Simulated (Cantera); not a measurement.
Input (Python, Cantera):

```python
import numpy as np
import cantera as ct

gas = ct.Solution("gri30.yaml")
gas.TPX = 2375, 37000, {'CH4': 0.013, 'H2': 1, 'H': 0.12, 'H2O': 0.11}
reactor = ct.IdealGasConstPressureReactor(gas, energy="off", clone=False)
net = ct.ReactorNet([reactor])
net.rtol, net.atol = 1e-08, 1e-18
show = ['CH4', 'H2', 'H', 'C2H2', 'CH3']
times = np.geomspace(0.0007, 8, 13)

steps = ct.SolutionArray(gas, extra=["t"])
rows = []
print(f"{'t/s':>10s}{'T/K':>9s}{'P/Pa':>11s}" + "".join(f"{s:>11s}" for s in show))
for t in times:
    while net.time < t:
        t_next = net.step()
        steps.append(gas.state, t=t_next)
    rows.append([np.interp(t, steps.t, y) for y in (steps.T, steps.P, *steps(*show).X.T)])
    print(f"{t:10.3e}{rows[-1][0]:9.1f}{rows[-1][1]:11.4g}" + "".join(f"{x:11.3e}" for x in rows[-1][2:]))
rate = np.gradient(steps.T, steps.t)
print("integrator steps:", len(steps.t))
if steps.T.max() > steps.T[0] + 200:
    print(f"time of steepest temperature rise: {steps.t[rate.argmax()]:.4e} s")
gas.TPX = 2375, 37000, {'CH4': 0.013, 'H2': 1, 'H': 0.12, 'H2O': 0.11}
gas.equilibrate("TP")
print(f"equilibrium (TP): T = {gas.T:.1f} K  " + "  ".join(f"{s} {gas[s].X[0]:.3e}" for s in show))
```

Output:

```
       t/s      T/K       P/Pa        CH4         H2          H       C2H2        CH3
 7.000e-04   2375.0    3.7e+04  3.574e-05  8.708e-01  4.001e-02  1.143e-04  2.972e-05
 1.525e-03   2375.0    3.7e+04  4.230e-06  8.769e-01  3.386e-02  9.939e-06  2.969e-06
 3.322e-03   2375.0    3.7e+04  1.233e-07  8.828e-01  2.770e-02  2.174e-07  7.062e-08
 7.238e-03   2375.0    3.7e+04  4.944e-10  8.869e-01  2.337e-02  5.936e-10  2.388e-10
 1.577e-02   2375.0    3.7e+04  6.759e-11  8.881e-01  2.208e-02  2.429e-14  3.088e-11
 3.435e-02   2375.0    3.7e+04  6.805e-11  8.882e-01  2.201e-02  1.013e-14  3.099e-11
 7.483e-02   2375.0    3.7e+04  6.805e-11  8.882e-01  2.201e-02  1.013e-14  3.099e-11
 1.630e-01   2375.0    3.7e+04  6.805e-11  8.882e-01  2.201e-02  1.013e-14  3.099e-11
 3.552e-01   2375.0    3.7e+04  6.805e-11  8.882e-01  2.201e-02  1.013e-14  3.099e-11
 7.737e-01   2375.0    3.7e+04  6.805e-11  8.882e-01  2.201e-02  1.013e-14  3.099e-11
 1.686e+00   2375.0    3.7e+04  6.805e-11  8.882e-01  2.201e-02  1.013e-14  3.099e-11
 3.672e+00   2375.0    3.7e+04  6.805e-11  8.882e-01  2.201e-02  1.013e-14  3.099e-11
 8.000e+00   2375.0    3.7e+04  6.805e-11  8.882e-01  2.201e-02  1.013e-14  3.099e-11
integrator steps: 1396
equilibrium (TP): T = 2375.0 K  CH4 7.869e-11  H2 8.882e-01  H 2.201e-02  C2H2 1.168e-14  CH3 3.584e-11
```

Cantera simulation using GRI-Mech 3.0 (53 species, 325 reactions); the numbers are that mechanism's predictions, not measurements.
